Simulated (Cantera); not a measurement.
A perfectly stirred reactor is fed with NH3 : H2 = 1 : 0.16 (molar parts), at 180000 Pa; it is held at 2223 K, and followed from long to short residence time.

Cantera simulation using the gas-phase N/H chemistry of the illustrative SiF4/NH3 mechanism in the Surface Chemkin manual (1991); the numbers are that mechanism's predictions, not measurements. Walls and surfaces, which speed up NH3 decomposition in real reactors, are not modelled.

Q: What does this change do: temperature 2223 to 1875 K?

A: 
| quantity | before | after |
|---|---|---|
| x(NH3) at τ = 0.570 s | 0.00445 | 0.134 |
| x(H2) at τ = 0.570 s | 0.762 | 0.670 |
| x(N) at τ = 0.570 s | 2.17e-6 | 1.42e-7 |
| x(N2H2) at τ = 0.570 s | 2.11e-8 | 1.88e-7 |
| x(N2H4) at τ = 0.570 s | 7.54e-10 | 5.23e-8 |
| x(NH3) at τ = 72.0 ms | 0.0230 | 0.431 |
| x(H2) at τ = 72.0 ms | 0.749 | 0.453 |
| x(N) at τ = 72.0 ms | 3.47e-6 | 1.71e-7 |
| x(N2H2) at τ = 72.0 ms | 1.93e-7 | 1.08e-6 |
| x(N2H4) at τ = 72.0 ms | 9.33e-9 | 3.01e-7 |

Q: What does this change do: temperature 2223 to 1350 K?

A: 
```tsv
quantity	before	after
x(NH3) at τ = 0.570 s	0.00445	0.861
x(H2) at τ = 0.570 s	0.762	0.138
x(N) at τ = 0.570 s	2.17e-6	2.55e-11
x(N2H2) at τ = 0.570 s	2.11e-8	4.34e-8
x(N2H4) at τ = 0.570 s	7.54e-10	9.09e-8
x(NH3) at τ = 72.0 ms	0.0230	0.862
x(H2) at τ = 72.0 ms	0.749	0.138
x(N) at τ = 72.0 ms	3.47e-6	2.25e-11
x(N2H2) at τ = 72.0 ms	1.93e-7	3.98e-8
x(N2H4) at τ = 72.0 ms	9.33e-9	8.35e-8
```

Q: What does this change do: temperature 2223 to 1675 K?

A: 
```tsv
quantity	before	after
x(NH3) at τ = 0.570 s	0.00445	0.593
x(H2) at τ = 0.570 s	0.762	0.334
x(N) at τ = 0.570 s	2.17e-6	1.26e-8
x(N2H2) at τ = 0.570 s	2.11e-8	4.24e-7
x(N2H4) at τ = 0.570 s	7.54e-10	2.55e-7
x(NH3) at τ = 72.0 ms	0.0230	0.808
x(H2) at τ = 72.0 ms	0.749	0.178
x(N) at τ = 72.0 ms	3.47e-6	1.23e-8
x(N2H2) at τ = 72.0 ms	1.93e-7	7.98e-7
x(N2H4) at τ = 72.0 ms	9.33e-9	4.19e-7
```
